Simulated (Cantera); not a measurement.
Cantera run:

```python
import numpy as np
import cantera as ct

gas_names = """
    H H2 N NH NH2 NH3 N2 N2H2 N2H4 Si SiH SiH2 SiH3 SiH4 SiN Si2 Si2N Si3
""".split()
cond_names = """
    Si(cr) Si(L) Si3N4(a)
""".split()


# ... load() reads the species with a 1 bar reference pressure and builds the phases ...
atoms = {
    'trisilylamine': {'Si': 3, 'N': 1, 'H': 9},
    'NH3': {'N': 1, 'H': 3},
    'N2': {'N': 2},
}
top_T = {'Si3N4(a)': 2400}  # K; cautious upper limits of use, not melting points


# ... equilibrate(T, P, feed) seeds the gas with the atoms and calls Mixture.equilibrate('TP', solver="vcs", rtol=1e-11, max_steps=5000) ...
results = []
P = 1333.22  # Pa
for T in [1400, 1450, 1500, 1550, 1600, 1650, 1700, 1750, 1800, 1850]:
    for m in [2.2, 3.5, 5.5, 8.5, 13, 21, 32, 51, 79]:
        feed = {'trisilylamine': 1, 'NH3': 1.7, 'N2': m}  # mol
        mix = equilibrate(T, P, feed)
        results.append((T, P, feed, dict(zip(mix.species_names, mix.species_moles))))

for T, P, feed, n in results:
    print(f"{T:7g} {feed['N2']:10.4g}  " + (" + ".join(c for c in cond_names if n.get(c, 0) > 1e-12) or "gas only"))
```

It prints:

```
   1400        2.2  Si3N4(a)
   1400        3.5  Si3N4(a)
   1400        5.5  Si3N4(a)
   1400        8.5  Si3N4(a)
   1400         13  Si3N4(a)
   1400         21  Si3N4(a)
   1400         32  Si3N4(a)
   1400         51  Si3N4(a)
   1400         79  Si3N4(a)
   1450        2.2  Si3N4(a)
   1450        3.5  Si3N4(a)
   1450        5.5  Si3N4(a)
   1450        8.5  Si3N4(a)
   1450         13  Si3N4(a)
   1450         21  Si3N4(a)
   1450         32  Si3N4(a)
   1450         51  Si3N4(a)
   1450         79  Si3N4(a)
   1500        2.2  Si3N4(a)
   1500        3.5  Si3N4(a)
   1500        5.5  Si3N4(a)
   1500        8.5  Si3N4(a)
   1500         13  Si3N4(a)
   1500         21  Si3N4(a)
   1500         32  Si3N4(a)
   1500         51  Si3N4(a)
   1500         79  Si3N4(a)
   1550        2.2  Si3N4(a)
   1550        3.5  Si3N4(a)
   1550        5.5  Si3N4(a)
   1550        8.5  Si3N4(a)
   1550         13  Si3N4(a)
   1550         21  Si3N4(a)
   1550         32  Si3N4(a)
   1550         51  Si3N4(a)
   1550         79  Si3N4(a)
   1600        2.2  Si3N4(a)
   1600        3.5  Si3N4(a)
   1600        5.5  Si3N4(a)
   1600        8.5  Si3N4(a)
   1600         13  Si3N4(a)
   1600         21  Si3N4(a)
   1600         32  Si3N4(a)
   1600         51  Si3N4(a)
   1600         79  Si3N4(a)
   1650        2.2  Si3N4(a)
   1650        3.5  Si3N4(a)
   1650        5.5  Si3N4(a)
   1650        8.5  Si3N4(a)
   1650         13  Si3N4(a)
   1650         21  Si3N4(a)
   1650         32  Si3N4(a)
   1650         51  Si3N4(a)
   1650         79  Si3N4(a)
   1700        2.2  Si3N4(a)
   1700        3.5  Si3N4(a)
   1700        5.5  Si3N4(a)
   1700        8.5  Si3N4(a)
   1700         13  Si3N4(a)
   1700         21  Si3N4(a)
   1700         32  Si3N4(a)
   1700         51  Si3N4(a)
   1700         79  Si3N4(a)
   1750        2.2  Si(L) + Si3N4(a)
   1750        3.5  Si3N4(a)
   1750        5.5  Si3N4(a)
   1750        8.5  Si3N4(a)
   1750         13  Si3N4(a)
   1750         21  Si3N4(a)
   1750         32  Si3N4(a)
   1750         51  Si3N4(a)
   1750         79  Si3N4(a)
   1800        2.2  Si(L)
   1800        3.5  Si(L)
   1800        5.5  Si(L)
   1800        8.5  Si(L)
   1800         13  Si(L) + Si3N4(a)
   1800         21  Si3N4(a)
   1800         32  Si3N4(a)
   1800         51  Si3N4(a)
   1800         79  Si3N4(a)
   1850        2.2  Si(L)
   1850        3.5  Si(L)
   1850        5.5  Si(L)
   1850        8.5  Si(L)
   1850         13  Si(L)
   1850         21  Si(L)
   1850         32  Si(L)
   1850         51  Si(L)
   1850         79  Si(L)
```

Equilibrium computed with Cantera from the NASA thermochemical tables; the gas is ideal and each condensed phase is pure. The feed counts by its element totals alone. Mutual solubility and eutectic melting of coexisting phases are not modelled.
